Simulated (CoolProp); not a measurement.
Aqueous calcium chloride as a coolant, 30 % by mass, freezing at -48.0 °C, 1 atm.

Computed with CoolProp (Melinder's fits for secondary coolants).

```csv
T (°C),conductivity (W/(m K)),Prandtl number,cp (kJ/(kg K)),density (kg/m³)
-22.4,0.502,66.0,2.666,…
-15.9,0.511,…,…,1299
-9.4,0.520,38.7,2.695,1296
-2.9,0.529,31.1,…,1293
3.6,0.538,…,2.726,1290
10.1,0.547,21.5,2.743,1286
16.6,0.556,18.3,2.761,…
23.1,0.565,15.9,2.778,1280
29.7,0.574,…,…,1276
36.2,0.583,12.1,2.816,1273
```

Complete the blanks.


- -22.4, density (kg/m³): 1302
- -15.9, Prandtl number: 49.7
- -15.9, cp (kJ/(kg K)): 2.680
- -2.9, cp (kJ/(kg K)): 2.710
- 3.6, Prandtl number: 25.6
- 16.6, density (kg/m³): 1283
- 29.7, Prandtl number: 13.8
- 29.7, cp (kJ/(kg K)): 2.797
